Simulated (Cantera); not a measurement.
Feed: 1 mol Ni, 0.77 mol NH₃, 15 mol H₂, held at 1748 K and 1100000 Pa.

Equilibrium computed with Cantera from the NASA thermochemical tables; the gas is ideal and each condensed phase is pure. Candidate condensed phases: Ni; 10 gas species. Kinetics and transport are ignored.

Base state: H₂ 0.977, N₂ 0.0233, H 6.81e-5, NH₃ 5.28e-5 (mole fractions); condensed: Ni(l).

Task: What changes in the equilibrium state with this change: Ni replaced by Pb?

Result: 
| species | before | after |
|---|---|---|
| H₂ | 0.977 | 0.960 |
| N₂ | 0.0233 | 0.0228 |
| Pb | 0 | 0.0173 |
| Pb₂ | 0 | 2.76e-5 |
| NH₃ | 5.28e-5 | 5.10e-5 |
| H | 6.81e-5 | 6.75e-5 |
| Ni(l), mol | 1.000 | 0 |
| Pb(l), mol | 0 | 0.709 |
Further candidate phases: Pb.
